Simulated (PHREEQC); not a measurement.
0.085 g of hydrous ferric oxide (600 m²/g; 0.2 weak and 0.005 strong sites per Fe, Dzombak-Morel constants, diffuse double layer) in 1 kg of water with 0.05 mol/kgw of an inert sodium salt and 1.7e-05 mol/kgw Na2HAsO4, at 25 °C; the pH is set by adding NaOH or the inert anion's acid. O2 is buffered at 0.21 atm. The system is closed to CO2. Nothing may precipitate in this run.

Base run: PHREEQC, ion-association model, wateq4f.dat. Each further column changes one thing. The table gives surface charge σ (C/m²).

```json
[
 {"pH": "3", "base": "0.315", "background salt from 0.05 to 0.005 mol/kgw": "0.263", "oxide from 0.085 to 0.43 g/kgw": "0.349"},
 {"pH": "3.5", "base": "0.292", "background salt from 0.05 to 0.005 mol/kgw": "0.210", "oxide from 0.085 to 0.43 g/kgw": "0.327"},
 {"pH": "4.5", "base": "0.206", "background salt from 0.05 to 0.005 mol/kgw": "0.105", "oxide from 0.085 to 0.43 g/kgw": "0.232"},
 {"pH": "5", "base": "0.152", "background salt from 0.05 to 0.005 mol/kgw": "0.068", "oxide from 0.085 to 0.43 g/kgw": "0.175"},
 {"pH": "6", "base": "0.066", "background salt from 0.05 to 0.005 mol/kgw": "0.025", "oxide from 0.085 to 0.43 g/kgw": "0.083"},
 {"pH": "6.5", "base": "0.039", "background salt from 0.05 to 0.005 mol/kgw": "0.014", "oxide from 0.085 to 0.43 g/kgw": "0.053"},
 {"pH": "7.5", "base": "0.005", "background salt from 0.05 to 0.005 mol/kgw": "0.002", "oxide from 0.085 to 0.43 g/kgw": "0.014"},
 {"pH": "8", "base": "-0.009", "background salt from 0.05 to 0.005 mol/kgw": "-0.003", "oxide from 0.085 to 0.43 g/kgw": "0.000"},
 {"pH": "9", "base": "-0.041", "background salt from 0.05 to 0.005 mol/kgw": "-0.015", "oxide from 0.085 to 0.43 g/kgw": "-0.029"},
 {"pH": "9.5", "base": "-0.060", "background salt from 0.05 to 0.005 mol/kgw": "-0.023", "oxide from 0.085 to 0.43 g/kgw": "-0.051"},
 {"pH": "10.5", "base": "-0.117", "background salt from 0.05 to 0.005 mol/kgw": "-0.052", "oxide from 0.085 to 0.43 g/kgw": "-0.115"},
 {"pH": "11", "base": "-0.161", "background salt from 0.05 to 0.005 mol/kgw": "-0.082", "oxide from 0.085 to 0.43 g/kgw": "-0.161"}
]
```

The oxide is taken as insoluble; below pH 4 it would dissolve.
